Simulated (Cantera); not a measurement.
A perfectly stirred reactor is fed with 5.38 % CO, 0.371 % H2, 5.38 % CH4, 15.8 % O2, 59.1 % N2, 14.0 % H2O, at 101000 Pa; it is adiabatic with a 798 K inlet, and is followed from long to short residence time, starting on the burning branch (τ in s: 0.44, 0.14, 0.047, 0.015, 0.0049, 0.0016, 0.00052, 0.00017, 5.5e-05).

Model: GRI-Mech 3.0 (53 species, 325 reactions), integrated in Cantera.

One state of this run: T (K) = 2199; x CO = 0.00764; x H2 = 0.00339; x CH4 = 8.65e-6; x C2H6 = 1.37e-11; x HO2 = 2.46e-6. x: mole fraction; the columns are a selection and need not sum to one.

Which value of τ (s) does it belong to?
A) 0.047
B) 0.0049
C) 0.015
D) 0.00017

C, 0.015
